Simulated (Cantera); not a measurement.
Input: 1 mol Ni, 0.0011 mol H2S, 14 mol N2, held at 1375 K and 0.260 bar.

Equilibrium computed with Cantera from the NASA thermochemical tables; the gas is ideal and each condensed phase is pure. Candidate condensed phases: Ni, NiS, NiS2, Ni3S2, Ni3S4, S; 17 gas species. Metal and sulfide melt together well below either melting point, which pure phases cannot show. Mutual solubility and eutectic melting of coexisting phases are not modelled. Kinetics and transport are ignored.

Q: What is the equilibrium state?

A: 
- x(N2): 1.000
- x(H2): 7.76e-5
- x(S2): 8.14e-6
- n(Ni(s)): 0.999 mol
- n(Ni3S2(l)): 0.000428 mol
- gas amount: 14.00 mol
- log10 activity of NiS(l) (absent): -1.20
- log10 activity of S(l) (absent): -3.90
- log10 activity of NiS2(l) (absent): -4.93
